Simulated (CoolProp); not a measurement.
A simple Rankine cycle with isohexane: condensing at 319.15 K, boiler at 0.361 MPa, turbine inlet 384.7 K, turbine efficiency 0.85, pump efficiency 0.7, no recuperator. Each further row changes one setting.

Values from CoolProp's reference Helmholtz-energy equation of state, Lemmon 2006. It is a short technical equation, of lower accuracy than the large ones.

| case | thermal efficiency (%) | net work (kJ/kg) | heat in (kJ/kg) | turbine exit temperature (K) | volume ratio over the turbine |
|---|---|---|---|---|---|
| as stated | 10.9 | 48.8 | 447 | 354.0 | 5.79 |
| turbine inlet 404.7 K | 10.6 | 52.1 | 491 | 374.6 | 5.73 |
| condensing temperature 311.15 K | 12.2 | 56.9 | 466 | 349.4 | 7.69 |
| boiler pressure 0.253 MPa | 8.9 | 40.0 | 452 | 361.0 | 3.99 |
| turbine efficiency 0.75 | 9.6 | 43.0 | 447 | 357.0 | 5.85 |
